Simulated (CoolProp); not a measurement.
A Linde-Hampson liquefier for dry air: isothermal reversible compression at 230 K from 1 atm to 25 MPa, throttling to 1 atm, return gas leaving the recuperator 5 K below the feed. Each further row changes one setting.

Model: reference Helmholtz-energy equation of state, Lemmon 2000, in CoolProp. It is a pseudo-pure fit of the blend.

| case | liquid yield per pass | compression work (kJ/kg of gas) |
|---|---|---|
| as stated | 0.181 | 351 |
| high pressure 50 MPa | 0.194 | 403 |
| warm-end temperature 260 K | 0.127 | 405 |
| warm-end gap 10 K | 0.169 | 351 |
